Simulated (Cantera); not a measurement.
Input (Python, Cantera):

```python
import numpy as np
import cantera as ct

gas = ct.Solution("gri30.yaml")
gas.TPX = 1273, 38000, {'N2O': 1}
inlet = ct.Reservoir(gas, clone=True)

reactor = ct.IdealGasConstPressureReactor(gas, energy="off", clone=False)
exhaust = ct.Reservoir(gas, clone=True)
tau = [13, 3.4, 0.89, 0.23, 0.061, 0.016, 0.0042, 0.0011, 0.00029][0]
for a, b in ((inlet, reactor), (reactor, exhaust)):
    ct.MassFlowController(a, b, mdot=lambda t: reactor.mass / tau)
net = ct.ReactorNet([reactor])
show = ['N2O', 'NO', 'O2', 'O', 'N2']

rows = []
print(f"{'tau/s':>10s}{'T/K':>9s}" + "".join(f"{s:>11s}" for s in show))
for tau in [13, 3.4, 0.89, 0.23, 0.061, 0.016, 0.0042, 0.0011, 0.00029]:
    net.initial_time = 0.0
    net.advance(30 * tau)
    before = gas.X
    net.advance(40 * tau)
    drift = np.max(np.abs(gas.X - before) / (gas.X + 1e-9))
    rows.append([gas.T, *gas[show].X, drift])
    print(f"{tau:10.3e}{gas.T:9.1f}" + "".join(f"{x:11.3e}" for x in gas[show].X))
```

Output:

```
     tau/s      T/K        N2O         NO         O2          O         N2
 1.300e+01   1273.0  7.513e-02  5.535e-02  2.804e-01  2.576e-06  5.889e-01
 3.400e+00   1273.0  2.126e-01  5.960e-02  2.325e-01  3.746e-06  4.951e-01
 8.900e-01   1273.0  4.844e-01  4.389e-02  1.498e-01  4.626e-06  3.218e-01
 2.300e-01   1273.0  7.773e-01  1.981e-02  6.427e-02  5.033e-06  1.386e-01
 6.100e-02   1273.0  9.286e-01  6.439e-03  2.058e-02  5.162e-06  4.441e-02
 1.600e-02   1273.0  9.802e-01  1.796e-03  5.711e-03  5.194e-06  1.233e-02
 4.200e-03   1273.0  9.947e-01  4.787e-04  1.519e-03  5.191e-06  3.284e-03
 1.100e-03   1273.0  9.986e-01  1.249e-04  3.963e-04  5.150e-06  8.603e-04
 2.900e-04   1273.0  9.996e-01  3.199e-05  1.015e-04  4.996e-06  2.239e-04
```

Detailed kinetics in Cantera: GRI-Mech 3.0 (53 species, 325 reactions). GRI-Mech 3.0 was tuned for natural gas; its chemistry of N2O as a main component is partial and can be far from experiment. The mechanism lacks the step 2 NO + O2 → 2 NO2, which can matter for NO2 below about 1400 K. The temperature is held fixed by assumption; the heat of reaction is taken as removed at once.
